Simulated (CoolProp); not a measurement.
Vapour-liquid equilibrium of R13 (1) + propylene (2) at 0.199 MPa; x and y are mole fractions of (1).

The numbers come from the multi-fluid Helmholtz-energy mixture model, Platzer 1990 and Lemmon 2013; pair parameters Bell 2016 in CoolProp. This equation is an older, rougher fit; its heat capacities, sound speeds and derivatives of the liquid may be far off and weren't checked against measurements.

Problem. Give the bubble temperature and the first vapour's composition at x = 0.05, 0.2, 0.875. Is there an azeotrope?

Solution. x = 0.05: -38.4 °C, y = 0.266; x = 0.2: -50.8 °C, y = 0.623; x = 0.875: -66.2 °C, y = 0.948. No azeotrope shows between x = 0.05 and 0.95.

The pair parameters rest on a limited set of measurements; away from them the model extrapolates.
